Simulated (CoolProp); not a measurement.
Vapour-liquid equilibrium of ethylbenzene (1) + m-xylene (2) at 378.7 K; x and y are mole fractions of (1).

The numbers come from the multi-fluid Helmholtz-energy mixture model, Zhou 2012 and Zhou 2012; pair parameters Bell 2016 in CoolProp.

### Question
Give the bubble pressure and the first vapour's composition at x = 0.05, 0.35, 0.65. Is there an azeotrope?

### Answer
x = 0.05: 0.03774 MPa, y = 0.055; x = 0.35: 0.03898 MPa, y = 0.372; x = 0.65: 0.04007 MPa, y = 0.669. No azeotrope shows between x = 0.05 and 0.95.

The pair parameters rest on a limited set of measurements; away from them the model extrapolates.
